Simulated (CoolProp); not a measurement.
Saturation properties of CH2F2 (R32).

Model: reference Helmholtz-energy equation of state, Tillner-Roth 1997, in CoolProp.

```json
[
 {"T (°C)": "-36.95", "p (kPa)": "203.3", "enthalpy of vaporisation (kJ/kg)": "365.2", "vapour Z": "0.9346", "surface tension (mN/m)": "17.8"},
 {"T (°C)": "-30.45", "p (kPa)": "268.4", "enthalpy of vaporisation (kJ/kg)": "357.4", "vapour Z": "0.9221", "surface tension (mN/m)": "16.5"},
 {"T (°C)": "-23.85", "p (kPa)": "350.0", "enthalpy of vaporisation (kJ/kg)": "349.1", "vapour Z": "0.9079", "surface tension (mN/m)": "15.3"},
 {"T (°C)": "-17.25", "p (kPa)": "449.6", "enthalpy of vaporisation (kJ/kg)": "340.3", "vapour Z": "0.8921", "surface tension (mN/m)": "14.1"},
 {"T (°C)": "-10.75", "p (kPa)": "567.6", "enthalpy of vaporisation (kJ/kg)": "331.3", "vapour Z": "0.8750", "surface tension (mN/m)": "12.9"},
 {"T (°C)": "-4.15", "p (kPa)": "710.3", "enthalpy of vaporisation (kJ/kg)": "321.7", "vapour Z": "0.8560", "surface tension (mN/m)": "11.7"},
 {"T (°C)": "2.35", "p (kPa)": "876.1", "enthalpy of vaporisation (kJ/kg)": "311.6", "vapour Z": "0.8355", "surface tension (mN/m)": "10.6"},
 {"T (°C)": "8.95", "p (kPa)": "1073", "enthalpy of vaporisation (kJ/kg)": "300.7", "vapour Z": "0.8129", "surface tension (mN/m)": "9.43"},
 {"T (°C)": "15.45", "p (kPa)": "1297", "enthalpy of vaporisation (kJ/kg)": "289.3", "vapour Z": "0.7886", "surface tension (mN/m)": "8.34"},
 {"T (°C)": "22.05", "p (kPa)": "1560", "enthalpy of vaporisation (kJ/kg)": "276.8", "vapour Z": "0.7618", "surface tension (mN/m)": "7.26"},
 {"T (°C)": "28.55", "p (kPa)": "1856", "enthalpy of vaporisation (kJ/kg)": "263.5", "vapour Z": "0.7331", "surface tension (mN/m)": "6.23"},
 {"T (°C)": "35.15", "p (kPa)": "2198", "enthalpy of vaporisation (kJ/kg)": "248.8", "vapour Z": "0.7012", "surface tension (mN/m)": "5.21"},
 {"T (°C)": "41.75", "p (kPa)": "2586", "enthalpy of vaporisation (kJ/kg)": "232.6", "vapour Z": "0.6663", "surface tension (mN/m)": "4.23"},
 {"T (°C)": "48.25", "p (kPa)": "3016", "enthalpy of vaporisation (kJ/kg)": "214.8", "vapour Z": "0.6282", "surface tension (mN/m)": "3.31"}
]
```

It boils at -51.7 °C under 1 atm.

Surface tension comes from a separate correlation (Mulero 2012).
